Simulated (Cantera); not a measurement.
A perfectly stirred reactor is fed with CH4 : O2 : N2 : H2 = 1 : 2.74 : 10.3 : 0.27 (molar parts), equivalence ratio 0.78, at 3750 Torr; it is adiabatic with a 300 K inlet, and is followed from long to short residence time, starting on the burning branch (τ in s: 0.045, 0.02, 0.0091, 0.0041, 0.0019, 0.00084, 0.00038, 0.00017, 7.6e-05, 3.4e-05, 1.5e-05).

Computed with Cantera and GRI-Mech 3.0 (53 species, 325 reactions).

### Question
Predict: blow-out, bracketed by the residence times tried; x(CH4) at τ = 45.0 ms; x(O2) at τ = 45.0 ms; x(CO) at τ = 45.0 ms; x(CO2) at τ = 45.0 ms; x(C2H2) at τ = 45.0 ms; x(CH4) at τ = 0.840 ms; x(O2) at τ = 0.840 ms; x(CO) at τ = 0.840 ms; x(CO2) at τ = 0.840 ms; x(C2H2) at τ = 0.840 ms.

### Answer
```
Quantity                                                                       Value
------------------------------------------------  ----------------------------------
blow-out, bracketed by the residence times tried  burning at 76.0 µs, out at 34.0 µs
x(CH4) at τ = 45.0 ms                                                        5.48e-6
x(O2) at τ = 45.0 ms                                                          0.0425
x(CO) at τ = 45.0 ms                                                        0.000346
x(CO2) at τ = 45.0 ms                                                         0.0701
x(C2H2) at τ = 45.0 ms                                                       1.32e-9
x(CH4) at τ = 0.840 ms                                                       9.91e-5
x(O2) at τ = 0.840 ms                                                         0.0442
x(CO) at τ = 0.840 ms                                                        0.00352
x(CO2) at τ = 0.840 ms                                                        0.0666
x(C2H2) at τ = 0.840 ms                                                      7.72e-8
```
